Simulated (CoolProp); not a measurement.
A Linde-Hampson liquefier for oxygen: isothermal reversible compression at 290 K from 1 atm to 30 MPa, throttling to 1 atm, return gas leaving the recuperator 2 K below the feed. Each further row changes one setting.

Computed with CoolProp (reference Helmholtz-energy equation of state, Schmidt 1985).

```json
[
 {"case": "as stated", "liquid yield per pass": "[?]", "compression work (kJ/kg of gas)": "419"},
 {"case": "high pressure 60 MPa", "liquid yield per pass": "[?]", "compression work (kJ/kg of gas)": "[?]"},
 {"case": "warm-end temperature 320 K", "liquid yield per pass": "[?]", "compression work (kJ/kg of gas)": "[?]"},
 {"case": "warm-end gap 7 K", "liquid yield per pass": "[?]", "compression work (kJ/kg of gas)": "419"}
]
```

Problem. Complete the blanks.

Solution. 
- as stated, liquid yield per pass: 0.147
- high pressure 60 MPa, liquid yield per pass: 0.175
- high pressure 60 MPa, compression work (kJ/kg of gas): 476
- warm-end temperature 320 K, liquid yield per pass: 0.111
- warm-end temperature 320 K, compression work (kJ/kg of gas): 468
- warm-end gap 7 K, liquid yield per pass: 0.137

Above 300 K oxygen's equation is extrapolated.
